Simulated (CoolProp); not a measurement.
Vapour-liquid equilibrium of m-xylene (1) + n-decane (2) at 193.35 °C; x and y are mole fractions of (1).

Values from CoolProp's multi-fluid Helmholtz-energy mixture model, Zhou 2012 and Lemmon 2006; pair parameters Bell 2016.

```csv
x,"bubble pressure, mixture model (MPa)","bubble pressure, Raoult's law (MPa)","y, mixture model","y, Raoult's law"
0.05,…,0.1711,…,0.105
0.15,…,0.1909,…,0.282
0.25,0.2115,0.2106,…,0.426
0.35,…,0.2303,0.524,0.545
0.45,0.2501,0.2500,0.624,0.645
0.55,0.2694,0.2698,0.710,0.731
0.65,0.2888,0.2895,0.787,0.805
0.75,0.3084,0.3092,0.856,0.870
0.85,…,0.3290,0.918,0.926
0.95,0.3484,0.3487,…,0.977
```

**Question.** Fill in the missing entries.

**Answer.** 
- 0.05, bubble pressure, mixture model (MPa): 0.1717
- 0.05, y, mixture model: 0.102
- 0.15, bubble pressure, mixture model (MPa): 0.1919
- 0.15, y, mixture model: 0.271
- 0.25, y, mixture model: 0.409
- 0.35, bubble pressure, mixture model (MPa): 0.2309
- 0.85, bubble pressure, mixture model (MPa): 0.3283
- 0.95, y, mixture model: 0.974

The largest gap from Raoult's law is +0.5 % in bubble pressure, at x = 0.15. No azeotrope shows between x = 0.05 and 0.95.

Pair parameters are fitted to limited data, so mixtures are less certain than the pure fluids.
